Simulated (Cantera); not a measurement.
Cantera run:

```python
import numpy as np
import cantera as ct

gas_names = """
    C CH CH2 CH3 CH2OH CH3O CH4 CH3OH CN CO CO2 COOH C2 C2H CHCO,ketyl C2H2,acetylene C2H2,vinylidene
    CH2CO,ketene C2H3,vinyl CH3CN CH3CO,acetyl C2H4 C2H4O,ethylen CH3CHO,ethanal CH3COOH (HCOOH)2 C2H5
    C2H6 CH3OCH3 C2H5OH CCN CNC C2N2 C2O C3 C3H3,propargyl C3H4,allene C3H4,propyne C3H4,cyclo-
    C3H5,allyl C3H6,propylene C3H6,cyclo- C3H6O C3H7,n-propyl C3H7,i-propyl C3H8 C3H8O,1propanol
    C3H8O,2propanol C3O2 C4 C4H2 C4H4,1,3-cyclo- C4H6,butadiene C4H6,2-butyne C4H6,cyclo- C4H8,1-butene
    C4H8,cis2-buten C4H8,tr2-butene C4H8,isobutene C4H8,cyclo- (CH3COOH)2 C4H9,n-butyl C4H9,i-butyl
    C4H9,s-butyl C4H9,t-butyl C4H10,isobutane C4H10,n-butane C4N2 C5 C5H6,1,3cyclo- C5H8,cyclo-
    C5H10,1-pentene C5H10,cyclo- C5H11,pentyl C5H11,t-pentyl C5H12,n-pentane C5H12,i-pentane
    CH3C(CH3)2CH3 C6H2 C6H5,phenyl C6H5O,phenoxy C6H6 C6H5OH,phenol C6H10,cyclo- C6H12,1-hexene
    C6H12,cyclo- C6H13,n-hexyl C7H7,benzyl C7H8 C7H8O,cresol C7H14,1-heptene C7H15,n-heptyl
    C7H16,n-heptane C8H8,styrene C8H10,ethylbenz C8H16,1-octene C8H17,n-octyl C8H18,isooctane
    C8H18,n-octane C9H19,n-nonyl C10H8,naphthale C10H21,n-decyl C12H9,o-bipheny C12H10,bipheny Cu CuO
    Cu2 H HCN HCO HCCN HNC HNCO HNO HNO2 HNO3 HO2 H2 HCHO,formaldehy HCOOH H2O H2O2 N NCO NH NH2 NH3
    NH2OH NO NO2 NO3 N2 N2H2 N2H4 N2O O OH O2 O3
""".split()
cond_names = """
    C(gr) C6H6(L) C7H8(L) C8H18(L),n-octa Cu(cr) Cu(L) CuO(s) CuO2H2(s) Cu2O(s) Cu2O(L) H2O(s) H2O(L)
""".split()


def load(file, names, dense=False):
    # The tables refer to 1 bar. Condensed volumes are neglected.
    table = {s.name: s for s in ct.Species.list_from_file(file)}
    out = []
    for n in names:
        d = dict(table[n].input_data)
        d["thermo"] = dict(d["thermo"], **{"reference-pressure": 1e5})
        if dense:
            d["equation-of-state"] = {"model": "constant-volume", "density": "1e6 g/cm^3"}
        out.append(ct.Species.from_dict(d))
    return out


gas = ct.Solution(thermo="ideal-gas", species=load("nasa_gas.yaml", gas_names))
cond = {s.name: ct.Solution(thermo="fixed-stoichiometry", species=[s], name=s.name)
        for s in load("nasa_condensed.yaml", cond_names, dense=True)}
atoms = {
    'CuO': {'Cu': 1, 'O': 1},
    'C': {'C': 1},
    'N2': {'N': 2},
    'CH4': {'C': 1, 'H': 4},
}
top_T = {'C(gr)': 4500, 'CuO(s)': 1390}  # K; cautious upper limits of use, not melting points


def equilibrate(T, P, feed):
    n = {}
    for name, mol in feed.items():
        for a, k in atoms[name].items():
            n[a] = n.get(a, 0.0) + k * mol
    gas.TPX = T, P, n
    mass = sum(n.values()) * gas.mean_molecular_weight
    gas.equilibrate("TP")
    valid = [c for c in cond.values() if c.min_temp <= T <= top_T.get(c.name, c.max_temp)]
    mix = ct.Mixture([(gas, mass / gas.mean_molecular_weight)] + [(c, 0.0) for c in valid])
    mix.T, mix.P = T, P
    mix.equilibrate("TP", solver="vcs", rtol=1e-11, max_steps=5000)
    return mix


results = []
T = 2175  # K
P = 1333.22  # Pa
for m in [0.31, 0.56, 0.8, 1, 1.3, 1.5, 1.8, 2]:
    feed = {'CuO': 1, 'C': m, 'N2': 0.29, 'CH4': 0.68}  # mol
    mix = equilibrate(T, P, feed)
    results.append((T, P, feed, dict(zip(mix.species_names, mix.species_moles))))

top = {s: max(r[3][s] / sum(r[3][g] for g in gas_names) for r in results) for s in gas_names}
cols = sorted((s for s in top if top[s] > 1e-05), key=lambda s: -top[s])[:7]
seen = [c for c in cond_names if any(r[3].get(c, 0) > 1e-12 for r in results)]
print("log10 of partial pressures in bar; condensed amounts in mol")
print(f"{'n(C)':>10s}" + "".join(f"{s[:9]:>10s}" for s in cols + seen))
for T, P, feed, n in results:
    ng = sum(n[g] for g in gas_names)
    print(f"{feed['C']:10.4g}" + "".join(f"{np.log10(max(n[s] / ng * P / 1e5, 1e-99)):10.3f}" for s in cols)
          + "".join(f"{n.get(c, 0):10.4g}" for c in seen))
```

Output:

```
log10 of partial pressures in bar; condensed amounts in mol
      n(C)        H2        Cu        CO        N2         H       HCN       H2O     C(gr)
      0.31    -2.326    -2.443    -2.446    -2.979    -3.474    -8.685    -4.504         0
      0.56    -2.328    -2.444    -2.443    -2.994    -3.476    -4.218    -8.979     0.216
       0.8    -2.328    -2.444    -2.443    -2.994    -3.476    -4.218    -8.979     0.456
         1    -2.328    -2.444    -2.443    -2.994    -3.476    -4.218    -8.979     0.656
       1.3    -2.328    -2.444    -2.443    -2.994    -3.476    -4.218    -8.979     0.956
       1.5    -2.328    -2.444    -2.443    -2.994    -3.476    -4.218    -8.979     1.156
       1.8    -2.328    -2.444    -2.443    -2.994    -3.476    -4.218    -8.979     1.456
         2    -2.328    -2.444    -2.443    -2.994    -3.476    -4.218    -8.979     1.656
```

Equilibrium computed with Cantera from the NASA thermochemical tables; the gas is ideal and each condensed phase is pure.
